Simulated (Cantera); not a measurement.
Input (Python, Cantera):

```python
import numpy as np
import cantera as ct

gas = ct.Solution("gri30.yaml")


def delay(T, t_max=10):
    gas.TPX = T, 1000000, {'CH4': 1, 'O2': 3.23, 'N2': 12.9}
    reactor = ct.IdealGasConstPressureReactor(gas, clone=False)
    net = ct.ReactorNet([reactor])
    net.rtol, net.atol = 1e-8, 1e-16
    while net.time < t_max:
        t_old, T_old = net.time, reactor.T
        net.step()
        if reactor.T > T + 400:  # ignition: a rise of 400 K
            return t_old + (T + 400 - T_old) / (reactor.T - T_old) * (net.time - t_old)
    return np.nan


taus = []
for T in [1050, 1150, 1250, 1350, 1450, 1550, 1650, 1750, 1850]:
    taus.append(delay(T))
    print(f"T0 = {T:6g} K   tau = {taus[-1]:.4e} s")
```

Result:

```
T0 =   1050 K   tau = 3.2791e-02 s
T0 =   1150 K   tau = 7.6816e-03 s
T0 =   1250 K   tau = 2.2123e-03 s
T0 =   1350 K   tau = 7.2594e-04 s
T0 =   1450 K   tau = 2.6415e-04 s
T0 =   1550 K   tau = 1.0547e-04 s
T0 =   1650 K   tau = 4.6105e-05 s
T0 =   1750 K   tau = 2.2078e-05 s
T0 =   1850 K   tau = 1.1542e-05 s
```

Cantera simulation using GRI-Mech 3.0 (53 species, 325 reactions); the numbers are that mechanism's predictions, not measurements.
